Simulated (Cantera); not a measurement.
Feed: 1 mol n-butane, a varied amount of H2, held at 1177 °C and 60.0 bar.

These are equilibrium values from Cantera (NASA tables, ideal gas, pure condensed phases), not measurements of a reactor. Candidate condensed phases: C, C6H6, C7H8, C8H18; 76 gas species. The ideal-gas law is rough above about 30 bar. The numbers say what is thermodynamically allowed, not how fast it happens.

Problem. What share of the C ends up in condensed phases as a function of n(H2) (mol), at 2.1, 3.2, 4.8, 7.2, 11, 16, 24, 36, 54?

Solution. 
```csv
n(H2) (mol),C condensed (%),as
2.1,77.5,C(graphite)
3.2,74.0,C(graphite)
4.8,68.9,C(graphite)
7.2,61.3,C(graphite)
11,49.3,C(graphite)
16,33.4,C(graphite)
24,8.1,C(graphite)
36,0.0,-
54,0.0,-
```
